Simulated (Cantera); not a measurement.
Feed: 1 mol N2O, 0.099 mol SO2, 0.85 mol O2, equilibrated at 3300 K and 1.00 bar.

These are equilibrium values from Cantera (NASA tables, ideal gas, pure condensed phases), not measurements of a reactor. Candidate condensed phases: S; 17 gas species. Kinetics and transport are ignored.

Base state: O2 0.385, N2 0.340, O 0.179, NO 0.0591, SO2 0.0277, SO 0.00839, S 0.000487, N 4.72e-5 (mole fractions); condensed: gas only.

What changes in the equilibrium state with this change: temperature from 3300 K to 3098.15 K?


```tsv
species	before	after
O2	0.385	0.445
N2	0.340	0.360
O	0.179	0.105
SO2	0.0277	0.0335
NO	0.0591	0.0527
S	0.000487	0.000128
N	4.72e-5	1.54e-5
SO	0.00839	0.00460
SO3	1.11e-5	1.78e-5
```
